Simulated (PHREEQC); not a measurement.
0.12 g of hydrous ferric oxide (600 m²/g; 0.2 weak and 0.005 strong sites per Fe, Dzombak-Morel constants, diffuse double layer) in 1 kg of water with 0.1 mol/kgw of an inert sodium salt and 7.7e-05 mol/kgw Na2SO4 and 3.8e-06 mol/kgw CuCl2, at 25 °C; the pH is set by adding NaOH or the inert anion's acid. Oxygen alone is held at its pressure in air (log pO2 = -0.68). No CO2 enters from the air. Precipitation was switched off in this run.

All values are PHREEQC results (ion-association model, wateq4f.dat), not measurements.

```tsv
pH	S sorbed (%)	Cu sorbed (%)	surface charge σ (C/m²)	surface potential ψ (mV)
4	73.3	1.2	0.195	121
4.67	63.9	17.5	0.168	114
5.33	45.8	72.6	0.132	102
6	23.0	97.1	0.095	86
6.67	6.3	99.7	0.061	65
7.33	0.8	99.9	0.030	38
8	0.1	99.9	0.005	7
8.67	0.0	99.9	-0.019	-26
9.33	0.0	99.8	-0.049	-56
10	0.0	99.7	-0.092	-84
10.67	0.0	99.4	-0.151	-108
11.33	0.0	98.0	-0.224	-128
12	0.0	88.1	-0.300	-140
```

Complexes and solids missing from the database can't appear. The database's constant for dissolved Cu(OH)2 is higher than later reviews accept.
